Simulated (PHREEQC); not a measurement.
Dissolve 0.21 mol KBr, 0.047 mol LiOH and 0.087 mol KCl per kg of water at 25 °C. It is in equilibrium with CO2 at log p = -3.4 (atm). Otherwise closed; pH follows from the charge balance.

All values are PHREEQC results (ion-association model, phreeqc.dat), not measurements.

| Quantity | Value |
|---|---|
| pH | 9.49 |
| ionic strength | 0.354 mol/kgw |
| activity of water | 0.988 |
| specific conductance | 36000 µS/cm |
| density | 1.020 g/cm³ |
| total alkalinity | 47.0 meq/kg |

```
species  molality  activity   log γ
-------  --------  --------  ------
K+          0.297     0.199  -0.175
Br-         0.210     0.135  -0.191
Cl-        0.0870    0.0586  -0.172
Li+        0.0470    0.0341  -0.140
HCO3-      0.0260    0.0185  -0.148
CO3-2      0.0105   0.00269  -0.591
OH-       4.70e-5   3.11e-5  -0.180
CO2       1.25e-5   1.36e-5   0.035
```

Precipitation was switched off in this run.
